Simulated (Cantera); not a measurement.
## Carbon deposition, reforming and gasification: n-butane + H2O + N2

Feed: 1 mol n-butane, a varied amount of H2O, 0.35 mol N2, at 700 K and 9000 Torr.

These are equilibrium values from Cantera (NASA tables, ideal gas, pure condensed phases), not measurements of a reactor. Candidate condensed phases: C, C6H6, C7H8, C8H18, H2O; 136 gas species. Equilibrium is a limit: real reactors are often held back by kinetics, nucleation or transport.

From 0.052 mol H2O to 0.36 mol H2O the condensed part is C(graphite). The main C-bearing gas is CH4 throughout.

```csv
n(H2O) (mol),log p CH4,log p N2,log p H2O,log p H2,log p CO2,log p NH3,log p CO,n C(graphite)
0.052,0.97,0.14,-0.69,0.02,-3.08,-1.93,-3.34,1.63
0.083,0.97,0.13,-0.49,0.02,-2.68,-1.93,-3.14,1.63
0.11,0.96,0.13,-0.38,0.02,-2.45,-1.94,-3.03,1.63
0.15,0.96,0.13,-0.25,0.01,-2.19,-1.95,-2.90,1.63
0.18,0.95,0.12,-0.18,0.01,-2.04,-1.95,-2.82,1.63
0.21,0.95,0.12,-0.12,0.01,-1.91,-1.96,-2.76,1.63
0.24,0.94,0.11,-0.07,0.01,-1.80,-1.96,-2.70,1.63
0.27,0.94,0.11,-0.02,0.01,-1.71,-1.97,-2.66,1.63
0.3,0.94,0.10,0.02,0.00,-1.63,-1.97,-2.62,1.63
0.33,0.93,0.10,0.05,0.00,-1.55,-1.98,-2.58,1.62
0.36,0.93,0.10,0.09,0.00,-1.48,-1.98,-2.54,1.62
```
log p: log10 of the partial pressure in bar; n: condensed amount in mol.
